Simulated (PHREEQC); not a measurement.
**Copper plating or etch bath: speciation**

A solution holds 190 mmol/kgw CuCl2 and 4.7 mmol/kgw NaCl, at 25 °C. Closed to the air; pH follows from the charge balance.

All values are PHREEQC results (ion-association model, phreeqc.dat), not measurements.

No solid was allowed to form.

Problem. Predict the pH, density, ionic strength.

Solution. pH 4.15; density 1.020 g/cm³; ionic strength 0.497 mol/kgw.

Problem. In which forms is Cu present?

Solution. Cu+2 80 %, CuCl+ 19 %, CuCl2 1.3 % of the Cu.
